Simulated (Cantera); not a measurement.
An adiabatic, constant-volume homogeneous reactor starts with CO : H2 : CH4 : O2 : N2 = 1 : 0.58 : 0.34 : 1.93 : 7.27 (molar parts), equivalence ratio 0.76, at 1800 K and 4.10 bar.

Computed with Cantera and GRI-Mech 3.0 (53 species, 325 reactions). Above 3000 K some thermodynamic fits are extrapolated.

Predict: time of steepest temperature rise; temperature at 0.200 s; equilibrium temperature; x(CO) at 0.200 s; x(H2) at 0.200 s; x(OH) at 0.200 s; x(NO) at 0.200 s.


```json
{
  "time_of_steepest_temperature_rise": "4.96 µs",
  "temperature at 0.200 s": "3020 K",
  "equilibrium_temperature": "3020 K",
  "x(CO) at 0.200 s": "0.0477 (gas-phase equilibrium 0.0477)",
  "x(H2) at 0.200 s": "0.00789 (gas-phase equilibrium 0.00789)",
  "x(OH) at 0.200 s": "0.0234 (gas-phase equilibrium 0.0234)",
  "x(NO) at 0.200 s": "0.0219 (gas-phase equilibrium 0.0219)"
}
```
